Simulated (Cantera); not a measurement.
## Reactions in the system H-N-O-Zr

Cantera with NASA thermochemical tables; ideal gases at 1 bar, condensed phases pure. Values are per mole of reaction as written; species without (g) are pure solids or liquids, kept so even where they would boil at 1 bar. ZrN: taken at fixed stoichiometry.

5 H₂O(g) + 2 ZrO₂ + N₂O(g) ⇌ 2 ZrN + 5 H₂O₂(g)

```csv
T (K),ΔH° (kJ),ΔS° (J/K),ΔG° (kJ),log10 K,condensed phases
300,1910.4,-14.6,1914.8,-333.38,"ZrO₂(monoclinic), ZrN(s)"
2223,1910.7,-25.0,1966.4,-46.20,"ZrO₂(tetragonal), ZrN(s)"
2248,1911.3,-24.8,1967.0,-45.70,"ZrO₂(tetragonal), ZrN(s)"
2273,1912.0,-24.5,1967.6,-45.22,"ZrO₂(tetragonal), ZrN(s)"
2298,1912.6,-24.2,1968.2,-44.74,"ZrO₂(tetragonal), ZrN(s)"
2323,1913.2,-23.9,1968.8,-44.27,"ZrO₂(tetragonal), ZrN(s)"
2348,1913.8,-23.7,1969.4,-43.81,"ZrO₂(tetragonal), ZrN(s)"
2373,1914.5,-23.4,1970.0,-43.36,"ZrO₂(tetragonal), ZrN(s)"
2398,1915.1,-23.1,1970.6,-42.92,"ZrO₂(tetragonal), ZrN(s)"
2423,1915.8,-22.9,1971.2,-42.49,"ZrO₂(tetragonal), ZrN(s)"
2448,1916.4,-22.6,1971.8,-42.07,"ZrO₂(tetragonal), ZrN(s)"
2473,1917.1,-22.3,1972.3,-41.66,"ZrO₂(tetragonal), ZrN(s)"
```
